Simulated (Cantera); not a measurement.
Charge: 1 mol PbO, 2.4 mol CO, 0.71 mol N2, equilibrated at 1852 °C and 0.300 bar.

These are equilibrium values from Cantera (NASA tables, ideal gas, pure condensed phases), not measurements of a reactor. Candidate condensed phases: C, Pb, PbO, PbO2, Pb3O4; 27 gas species. Gases not in the tables: (PbO)n polymers. The numbers say what is thermodynamically allowed, not how fast it happens.

Base state: CO 0.346, CO2 0.237, Pb 0.237, N2 0.173, PbO 0.00573, Pb2 6.53e-5, NO 4.78e-5, O2 1.95e-5 (mole fractions); condensed: gas only.

Problem. What changes in the equilibrium state with this change: temperature from 1852 °C to 625 °C?

Solution. 
```csv
species,before,after
CO,0.346,0.435
CO2,0.237,0.334
N2,0.173,0.230
Pb,0.237,4.32e-6
PbO,0.00573,<1e-9
Pb2,6.53e-5,<1e-9
NO,4.78e-5,<1e-9
O2,1.95e-5,<1e-9
O,1.33e-5,<1e-9
"C(graphite), mol",0,0.0294
"Pb(l), mol",0,1.000
```

Problem. What changes in the equilibrium state with this change: PbO replaced by SiO2?

Solution. 
```
species        before   after
------------  -------  ------
CO              0.346   0.745
N2              0.173   0.225
SiO                 0  0.0149
Pb              0.237       0
CO2             0.237  0.0149
PbO           0.00573       0
Pb2           6.53e-5       0
SiO2(l), mol        0   0.953
```
The tables hold silica as quartz up to 1696 K and as liquid above; real silica turns to tridymite and cristobalite and melts near 1996 K. Further candidate phases: Si, SiC, SiO2, Si2N2O, Si3N4.

Problem. What changes in the equilibrium state with this change: temperature from 1852 °C to 1002 °C?

Solution. 
```csv
species,before,after
CO,0.346,0.447
CO2,0.237,0.320
N2,0.173,0.227
Pb,0.237,0.00629
NO,4.78e-5,<1e-9
O2,1.95e-5,<1e-9
O,1.33e-5,<1e-9
PbO,0.00573,4.98e-7
Pb2,6.53e-5,4.80e-7
"Pb(l), mol",0,0.980
```
